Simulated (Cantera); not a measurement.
Feed: 1 mol Si, 12 mol HCl, 47 mol H2, equilibrated at 950 °C and 300 Pa.

Method: chemical equilibrium by Gibbs-energy minimisation in Cantera with the NASA 1993 tables (ideal gas, pure condensed phases). Candidate condensed phases: Si; 19 gas species. The tables' values for SiCl3 are old estimates; treat these amounts as uncertain. Equilibrium is a limit: real reactors are often held back by kinetics, nucleation or transport.

Base state: H2 0.823, HCl 0.160, SiCl2 0.0103, SiCl4 0.00388, SiCl3 0.00224, SiHCl3 0.000618, SiH2Cl2 1.31e-5 (mole fractions); condensed: gas only.

Q: What changes in the equilibrium state with this change: pressure from 300 Pa to 13300 Pa?

A: 
```json
[
 {"species": "H2", "before": "0.823", "after": "0.840"},
 {"species": "HCl", "before": "0.160", "after": "0.143"},
 {"species": "SiCl4", "before": "0.00388", "after": "0.0127"},
 {"species": "SiCl2", "before": "0.0103", "after": "0.000959"},
 {"species": "SiH2Cl2", "before": "1.31e-5", "after": "5.54e-5"},
 {"species": "SiHCl3", "before": "0.000618", "after": "0.00229"},
 {"species": "SiCl3", "before": "0.00224", "after": "0.00123"}
]
```

Q: What changes in the equilibrium state with this change: temperature from 950 °C to 727 °C?

A: 
```csv
species,before,after
H2,0.823,0.844
HCl,0.160,0.139
SiCl4,0.00388,0.0162
SiCl2,0.0103,8.59e-5
SiCl3,0.00224,0.000240
SiH2Cl2,1.31e-5,3.20e-6
SiHCl3,0.000618,0.000694
```
